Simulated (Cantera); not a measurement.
An adiabatic, constant-volume homogeneous reactor starts with 5.91 % CH₄, 17.9 % O₂, 67.3 % N₂, 8.86 % H₂O, equivalence ratio 0.66, at 1400 K and 0.200 bar.

Detailed kinetics in Cantera: GRI-Mech 3.0 (53 species, 325 reactions).

x: mole fraction; the columns are a selection and need not sum to one.

```
t (s)     T (K)  P (bar)   x CH₄    x O₂     x NO      x CH₂O     x HCN     x HCO      x OH
--------  -----  -------  ------  ------  -------  ----------  --------  --------  --------
2.00e-6    1400    0.200  0.0591   0.179   <1e-12    3.67e-12    <1e-12    <1e-12  2.79e-10
6.07e-6    1400    0.200  0.0591   0.179   <1e-12    3.84e-11    <1e-12    <1e-12  9.66e-10
1.84e-5    1400    0.200  0.0591   0.179   <1e-12    4.07e-10    <1e-12    <1e-12   1.97e-9
5.58e-5    1400    0.200  0.0591   0.179   <1e-12  (withheld)    <1e-12    <1e-12   2.90e-9
0.000169   1400    0.200  0.0591   0.179   <1e-12  (withheld)    <1e-12    <1e-12   6.08e-9
0.000514   1400    0.200  0.0591   0.179   <1e-12  (withheld)    <1e-12  2.30e-12   1.85e-8
0.00156    1400    0.200  0.0590   0.179   <1e-12  (withheld)    <1e-12  5.14e-11   8.15e-8
0.00473    1401    0.200  0.0587   0.179   <1e-12  (withheld)    <1e-12   3.30e-9   5.70e-7
0.0143     2517    0.367  <1e-12  0.0618  0.00130    1.43e-11  8.27e-12   2.51e-9    0.0196
0.0435     2507    0.366  <1e-12  0.0582  0.00925    1.38e-11  2.44e-11   2.37e-9    0.0187
0.132      2505    0.365  <1e-12  0.0573   0.0111    1.37e-11  2.77e-11   2.34e-9    0.0185
0.400      2505    0.365  <1e-12  0.0573   0.0111    1.37e-11  2.77e-11   2.34e-9    0.0185
```

Problem. Fill in the missing entries.

Solution. 
- 5.58e-5, x CH₂O: 4.22e-9
- 0.000169, x CH₂O: 4.35e-8
- 0.000514, x CH₂O: 5.04e-7
- 0.00156, x CH₂O: 7.65e-6
- 0.00473, x CH₂O: 0.000146
